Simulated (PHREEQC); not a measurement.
Dissolve 0.0012 mol/kgw HCl and 0.064 mol/kgw Na2SO4 at 90 °C. Closed to the air; pH follows from the charge balance.

Computed with PHREEQC (ion-association model, wateq4f.dat).

```
quantity                  before  after
------------------------  ------  -----
pH                          3.99   3.81
ionic strength (mol/kgw)   0.169  0.168
Na+ (mol/kgw)              0.117  0.117
SI of Halite (NaCl)        -5.86  -5.68
```

Name the change that produced these shifts.
(A) HCl from 0.0012 to 0.0018 mol/kgw
(B) Na2SO4 from 0.064 to 0.64 mol/kgw
(C) Na2SO4 replaced by Na2SeO3 at the same molality

A, HCl from 0.0012 to 0.0018 mol/kgw

No solid was allowed to form. At this temperature some constants are extrapolated from 25 °C, and those without enthalpy data are left unchanged.
